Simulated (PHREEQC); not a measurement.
A solution holds 0.12 mmol/kgw CO2, at 25 °C. Closed to the air; pH follows from the charge balance.

Model: ion-association model, wateq4f.dat, run in PHREEQC.

Each row changes one thing in this solution. Precipitation was switched off in this run.

```tsv
case	pH	ionic strength (mol/kgw)	CO2 (mol/kgw)	HCO3- (mol/kgw)
as made	5.15	7.11e-6	0.000113	7.11e-6
4.7e-05 mol/kgw HNO3 added	4.32	4.81e-5	0.000119	1.12e-6
CO2 replaced by NH4HCO3 at the same molality	___	0.000117	4.55e-6	0.000115
diluted 100-fold with water	___	5.53e-7	___	5.35e-7
0.00017 mol/kgw LiOH added	___	0.000187	6.96e-8	0.000103
temperature from 25 to 10 °C	5.20	6.27e-6	___	6.27e-6
```

Some entries are withheld; supply them.


- CO2 replaced by NH4HCO3 at the same molality, pH: 7.75
- diluted 100-fold with water, pH: 6.26
- diluted 100-fold with water, CO2 (mol/kgw): 6.65e-7
- 0.00017 mol/kgw LiOH added, pH: 9.52
- temperature from 25 to 10 °C, CO2 (mol/kgw): 0.000114

Complexes and solids missing from the database can't appear. Constants without temperature data keep their 25 °C values here.
